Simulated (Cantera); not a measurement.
Stirred combustor or abatement burner

A perfectly stirred reactor is fed with 14.8 % CO, 5.04 % H2, 16.9 % O2, 63.3 % N2, at 5180 Torr; it is adiabatic with a 525 K inlet, and is followed from long to short residence time, starting on the burning branch (τ in s: 0.047, 0.02, 0.0087, 0.0037, 0.0016, 0.0007, 0.0003, 0.00013, 5.6e-05).

Cantera simulation using GRI-Mech 3.0 (53 species, 325 reactions); the numbers are that mechanism's predictions, not measurements. The hydrogen kinetics of GRI-Mech 3.0 are dated; newer H2 mechanisms differ, most at raised pressure.

```tsv
τ (s)	T (K)	x CO	x H2	x O2	x OH	x NO
0.047	2092	0.000932	5.78e-5	0.0770	0.00126	0.000733
0.020	2089	0.00128	7.51e-5	0.0772	0.00139	0.000406
0.0087	2084	0.00195	0.000108	0.0775	0.00162	0.000254
0.0037	2072	0.00318	0.000171	0.0780	0.00198	0.000174
0.0016	2054	0.00527	0.000277	0.0787	0.00244	0.000126
0.00070	2024	0.00863	0.000446	0.0800	0.00297	9.06e-5
0.00030	1976	0.0141	0.000711	0.0822	0.00351	6.11e-5
0.00013	1902	0.0226	0.00109	0.0857	0.00387	4.02e-5
5.6e-5	1781	0.0375	0.00167	0.0924	0.00371	2.44e-5
```
x: mole fraction; the columns are a selection and need not sum to one.
